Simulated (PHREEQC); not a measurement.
Make-up at 20 °C: 8.2e-05 mol HNO3 and 0.00035 mol KCl per kg of water. Closed to the air; pH follows from the charge balance.

Model: ion-association model, phreeqc.dat, run in PHREEQC.

Precipitation was switched off in this run.

Problem. What pH does the model give?

Solution. pH 4.10.

Complexes and solids missing from the database can't appear.
